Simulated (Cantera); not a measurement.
Feed: 1 mol CHF3, 1.2 mol F2, 7.6 mol H2, at 203 Torr.

Cantera equilibrium calculation (NASA polynomials, part measured and part estimated; ideal gas, pure solids and liquids). Candidate condensed phases: C, C6H6, C7H8, C8H18; 110 gas species. Ions and electrons are included (thermal ionisation). Equilibrium is a limit: real reactors are often held back by kinetics, nucleation or transport.

Task: Which condensed phases are stable at each of these points (T (K)): 3000, 3500, 4000, 4500, 5000?

Result: 
```csv
T (K),condensed phases,C condensed (%)
3000,C(graphite),36.7
3500,gas only,0.0
4000,gas only,0.0
4500,gas only,0.0
5000,gas only,0.0
```

At 3000 K the condensed part is C(graphite). From 3500 K to 5000 K nothing is condensed.
